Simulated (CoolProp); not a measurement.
Vapour-liquid equilibrium of nitrogen (1) + oxygen (2) at 115 K; x and y are mole fractions of (1).

Computed with CoolProp (multi-fluid Helmholtz-energy mixture model, Span 2000 and Schmidt 1985; pair parameters Gernert 2013).

| x | bubble pressure (MPa) | y at the bubble point | dew pressure at overall composition x (MPa) | liquid density (mol/L) |
|---|---|---|---|---|
| 0.05 | 0.8197 | 0.112 | 0.7831 | 30.89 |
| 0.2 | 1.000 | 0.357 | 0.8775 | 29.29 |
| 0.35 | 1.170 | 0.529 | 0.9939 | 27.71 |
| 0.5 | 1.337 | 0.662 | 1.139 | 26.15 |
| 0.65 | 1.505 | 0.775 | 1.320 | 24.58 |
| 0.8 | 1.681 | 0.876 | 1.547 | 22.96 |
| 0.95 | 1.870 | 0.969 | 1.829 | 21.26 |

No azeotrope shows between x = 0.05 and 0.95.

Pair parameters are fitted to limited data, so mixtures are less certain than the pure fluids. The gap from Raoult's law changes sign with composition, which may be real or a fault of the pair parameters; it wasn't checked against measurements.
